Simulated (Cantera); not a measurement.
Input: 1 mol PbO, 2.5 mol O2, 41 mol H2, held at 0.0133 bar.

Method: chemical equilibrium by Gibbs-energy minimisation in Cantera with the NASA 1993 tables (ideal gas, pure condensed phases). Candidate condensed phases: H2O, Pb, PbO, PbO2, Pb3O4; 12 gas species. Rates play no part.

Problem. At 950 K, list the 3 most abundant gas species with their mole fractions, and the condensed phases.

Solution. H2 0.853, H2O 0.146, Pb 0.000377. Condensed: Pb(l).
